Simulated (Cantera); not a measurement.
**Iron carbonyl, mercury and lead vapours: HgO + O₂ + N₂**

Input: 1 mol HgO, 0.12 mol O₂, a varied amount of N₂, equilibrated at 1600 K and 1.65 Torr.

Equilibrium computed with Cantera from the NASA thermochemical tables; the gas is ideal and each condensed phase is pure. Candidate condensed phases: Hg, HgO; 10 gas species. Kinetics and transport are ignored.

```json
[
 {"n(N₂) (mol)": "0.13", "x N₂": "0.0739", "x Hg": "0.571", "x O₂": "0.354", "x NO": "0.000769", "x O": "0.000184"},
 {"n(N₂) (mol)": "0.22", "x N₂": "0.119", "x Hg": "0.543", "x O₂": "0.336", "x NO": "0.000952", "x O": "0.000179"},
 {"n(N₂) (mol)": "0.36", "x N₂": "0.181", "x Hg": "0.505", "x O₂": "0.312", "x NO": "0.00113", "x O": "0.000173"},
 {"n(N₂) (mol)": "0.61", "x N₂": "0.273", "x Hg": "0.448", "x O₂": "0.277", "x NO": "0.00131", "x O": "0.000163"},
 {"n(N₂) (mol)": "1", "x N₂": "0.381", "x Hg": "0.382", "x O₂": "0.236", "x NO": "0.00143", "x O": "0.000150"},
 {"n(N₂) (mol)": "1.7", "x N₂": "0.511", "x Hg": "0.301", "x O₂": "0.186", "x NO": "0.00147", "x O": "0.000133"},
 {"n(N₂) (mol)": "2.9", "x N₂": "0.641", "x Hg": "0.221", "x O₂": "0.136", "x NO": "0.00141", "x O": "0.000114"},
 {"n(N₂) (mol)": "4.9", "x N₂": "0.751", "x Hg": "0.153", "x O₂": "0.0944", "x NO": "0.00127", "x O": "9.50e-5"},
 {"n(N₂) (mol)": "8.2", "x N₂": "0.834", "x Hg": "0.102", "x O₂": "0.0626", "x NO": "0.00109", "x O": "7.73e-5"},
 {"n(N₂) (mol)": "14", "x N₂": "0.896", "x Hg": "0.0640", "x O₂": "0.0392", "x NO": "0.000892", "x O": "6.12e-5"},
 {"n(N₂) (mol)": "23", "x N₂": "0.934", "x Hg": "0.0406", "x O₂": "0.0248", "x NO": "0.000724", "x O": "4.87e-5"},
 {"n(N₂) (mol)": "39", "x N₂": "0.960", "x Hg": "0.0246", "x O₂": "0.0150", "x NO": "0.000570", "x O": "3.78e-5"},
 {"n(N₂) (mol)": "66", "x N₂": "0.976", "x Hg": "0.0148", "x O₂": "0.00893", "x NO": "0.000444", "x O": "2.92e-5"}
]
```
x: gas mole fraction; nothing condenses.

From 0.13 mol N₂ to 66 mol N₂ nothing is condensed. The main Hg-bearing gas is Hg throughout.
